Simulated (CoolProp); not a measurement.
R143a along the isotherm -7.65 °C: density (kg/m³) from the reference equation and from simpler models built on Tc = 72.7 °C, pc = 3.762 MPa, ω = 0.261; each cubic takes its own stable root.

The numbers come from the reference Helmholtz-energy equation of state, Lemmon and Jacobsen 2000 in CoolProp.

```json
[
 {"p (MPa)": "0.00595", "phase": "gas", "reference": "0.2269"},
 {"p (MPa)": "0.00961", "phase": "gas", "reference": "0.3668"},
 {"p (MPa)": "0.0155", "phase": "gas", "reference": "0.5924"},
 {"p (MPa)": "0.0251", "phase": "gas", "reference": "0.9617"},
 {"p (MPa)": "0.0405", "phase": "gas", "reference": "1.558"},
 {"p (MPa)": "0.0655", "phase": "gas", "reference": "2.536"},
 {"p (MPa)": "0.106", "phase": "gas", "reference": "4.149"},
 {"p (MPa)": "0.171", "phase": "gas", "reference": "6.814"},
 {"p (MPa)": "0.276", "phase": "gas", "reference": "11.34"},
 {"p (MPa)": "0.446", "phase": "gas", "reference": "19.38"},
 {"p (MPa)": "0.721", "phase": "liquid", "reference": "1051"},
 {"p (MPa)": "1.16", "phase": "liquid", "reference": "1053"},
 {"p (MPa)": "1.88", "phase": "liquid", "reference": "1056"}
]
```

How far does each simpler model (van der Waals, Peng-Robinson) lie from the reference over these 13 states: mean and median of the absolute difference, and the worst?


- van der Waals: mean 19.2 %, median 1.2 %, worst -97.0 % at -7.65 °C and 0.721 MPa
- Peng-Robinson: mean 1.5 %, median 0.4 %, worst -5.0 % at -7.65 °C and 0.721 MPa

At some of these states van der Waals gives the other phase, because its saturation line lies elsewhere.
